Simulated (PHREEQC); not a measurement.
## Sulfide liquor

Make-up at 35 °C: 0.0022 mol Na2S and 0.17 mol NaCl per kg of water. Closed to the air; pH follows from the charge balance.

All values are PHREEQC results (ion-association model, wateq4f.dat), not measurements.

```
Property                  Result
-----------------  -------------
pH                         10.87
ionic strength     0.174 mol/kgw
activity of water          0.994
total alkalinity     4.40 meq/kg
```

| species | molality | activity | log γ |
|---|---|---|---|
| Na+ | 0.174 | 0.130 | -0.127 |
| Cl- | 0.170 | 0.122 | -0.144 |
| OH- | 0.00212 | 0.00151 | -0.146 |
| HS- | 0.00211 | 0.00151 | -0.146 |
| S-2 | 8.54e-5 | 2.62e-5 | -0.513 |
| H2S | 1.31e-7 | 1.36e-7 | 0.017 |

This is a speciation only: nothing precipitates in the calculation. Species that the database lacks are ignored. The polysulfide entries of wateq4f.dat were taken out for this run.
